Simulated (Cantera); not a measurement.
Input (Python, Cantera):

```python
import numpy as np
import cantera as ct

gas = ct.Solution("gri30.yaml")
gas.TPX = 500, 210000, {'CH4': 1, 'C2H6': 0.095, 'C3H8': 0.045, 'O2': 1.83, 'N2': 6.87}
inlet = ct.Reservoir(gas, clone=True)
gas.equilibrate("HP")  # start burning
reactor = ct.IdealGasConstPressureReactor(gas, energy="on", clone=False)
exhaust = ct.Reservoir(gas, clone=True)
tau = [0.069, 0.034, 0.017, 0.0081, 0.004, 0.0019, 0.00095, 0.00046, 0.00023, 0.00011, 5.4e-05, 2.7e-05][0]
for a, b in ((inlet, reactor), (reactor, exhaust)):
    ct.MassFlowController(a, b, mdot=lambda t: reactor.mass / tau)
net = ct.ReactorNet([reactor])
show = ['CH4', 'C2H6', 'C3H8', 'C2H4', 'NO2', 'HO2', 'HCN']

rows = []
print(f"{'tau/s':>10s}{'T/K':>9s}" + "".join(f"{s:>11s}" for s in show))
for tau in [0.069, 0.034, 0.017, 0.0081, 0.004, 0.0019, 0.00095, 0.00046, 0.00023, 0.00011, 5.4e-05, 2.7e-05]:
    net.initial_time = 0.0
    net.advance(30 * tau)
    before = gas.X
    net.advance(40 * tau)
    drift = np.max(np.abs(gas.X - before) / (gas.X + 1e-9))
    rows.append([gas.T, *gas[show].X, drift])
    print(f"{tau:10.3e}{gas.T:9.1f}" + "".join(f"{x:11.3e}" for x in gas[show].X))
```

Result:

```
     tau/s      T/K        CH4       C2H6       C3H8       C2H4        NO2        HO2        HCN
 6.900e-02   2131.9  9.589e-05  7.815e-08  2.829e-08  4.257e-07  1.410e-09  2.144e-08  1.346e-05
 3.400e-02   2130.0  1.435e-04  1.550e-07  5.403e-08  8.481e-07  1.749e-09  3.876e-08  2.411e-05
 1.700e-02   2127.4  2.071e-04  3.018e-07  1.009e-07  1.661e-06  2.119e-09  7.047e-08  4.060e-05
 8.100e-03   2123.5  2.981e-04  6.116e-07  1.951e-07  3.380e-06  2.571e-09  1.355e-07  6.708e-05
 4.000e-03   2118.1  4.155e-04  1.193e-06  3.632e-07  6.598e-06  3.076e-09  2.553e-07  1.020e-04
 1.900e-03   2109.6  5.937e-04  2.429e-06  7.020e-07  1.342e-05  3.697e-09  5.065e-07  1.465e-04
 9.500e-04   2097.2  8.535e-04  4.819e-06  1.318e-06  2.670e-05  4.329e-09  9.873e-07  1.837e-04
 4.600e-04   2075.5  1.329e-03  1.050e-05  2.661e-06  5.839e-05  4.958e-09  2.116e-06  1.942e-04
 2.300e-04   2034.5  2.322e-03  2.612e-05  5.835e-06  1.442e-04  5.357e-09  5.096e-06  1.500e-04
 1.100e-04    500.0  1.016e-01  9.654e-03  4.573e-03  6.871e-18  2.413e-20  1.784e-19  8.734e-20
 5.400e-05    500.0  1.016e-01  9.654e-03  4.573e-03  1.031e-20  3.619e-23  4.261e-21  1.310e-22
 2.700e-05    500.0  1.016e-01  9.654e-03  4.573e-03  6.511e-22  2.286e-24  2.142e-21  8.275e-24
```

Detailed kinetics in Cantera: GRI-Mech 3.0 (53 species, 325 reactions).
